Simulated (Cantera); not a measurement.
Charge: 1 mol CH3F, equilibrated at 10000 Pa.

Equilibrium computed with Cantera from the NASA thermochemical tables; the gas is ideal and each condensed phase is pure. Candidate condensed phases: C, C6H6, C7H8, C8H18; 95 gas species. Rates play no part.

log p: log10 of the partial pressure in bar; n: condensed amount in mol.

| T (K) | log p HF | log p H2 | log p H | log p C2H2 (acetylene) | log p C3 | log p C2H | n C(graphite) |
|---|---|---|---|---|---|---|---|
| 1173 | -1.30 | -1.30 | -7.58 | -8.51 | <-13 | <-13 | 0.999 |
| 1373 | -1.30 | -1.30 | … | … | <-13 | <-13 | 1.000 |
| 1573 | -1.30 | -1.30 | … | … | <-13 | … | 1.000 |
| 1773 | -1.30 | -1.30 | -4.20 | -5.16 | <-13 | -10.16 | 1.000 |
| 1973 | -1.30 | -1.30 | -3.52 | -4.50 | -10.85 | -8.48 | 0.999 |
| 2173 | -1.30 | -1.31 | -2.97 | -3.97 | -8.86 | -7.12 | 0.996 |
| 2373 | -1.31 | -1.32 | -2.52 | -3.53 | -7.21 | -6.00 | 0.988 |
| 2573 | -1.32 | -1.36 | -2.14 | -3.19 | -5.82 | -5.06 | 0.973 |
| 2773 | -1.33 | -1.42 | -1.84 | -2.94 | -4.65 | -4.27 | 0.945 |
| 2973 | -1.36 | -1.53 | -1.60 | -2.77 | -3.63 | -3.63 | 0.888 |
| 3173 | -1.41 | -1.72 | -1.44 | -2.72 | -2.75 | -3.10 | 0.692 |

Task: Fill in the missing entries.

Result: 
- 1573, log p H: -5.04
- 1573, log p C2H2 (acetylene): -5.99
- 1573, log p C2H: -12.26
- 1373, log p H: -6.13
- 1373, log p C2H2 (acetylene): -7.06
